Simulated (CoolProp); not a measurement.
Computed with CoolProp (reference Helmholtz-energy equation of state, Thol 2019).

### Question
For n-hexane, give the phase and the Joule-Thomson coefficient (K/MPa) at 514.8 K and 20.5 kPa.

### Answer
- 514.8 K and 20.5 kPa: gas; Joule-Thomson coefficient 7.30
